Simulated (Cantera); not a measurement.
Input: 1 mol Zr, 0.023 mol H2O, 310 mol H2, equilibrated at 13.3 mbar.

Cantera equilibrium calculation (NASA polynomials, part measured and part estimated; ideal gas, pure solids and liquids). Candidate condensed phases: H2O, Zr, ZrO2; 12 gas species. Condensed phases not in the tables: N, O or C dissolved in the metal. The numbers say what is thermodynamically allowed, not how fast it happens.

**Question.** At 2325 K, list the 4 most abundant gas species with their mole fractions, and the condensed phases.

**Answer.** H2 0.909, H 0.0908, ZrO 6.95e-5, Zr 2.59e-5. Condensed: Zr(l).
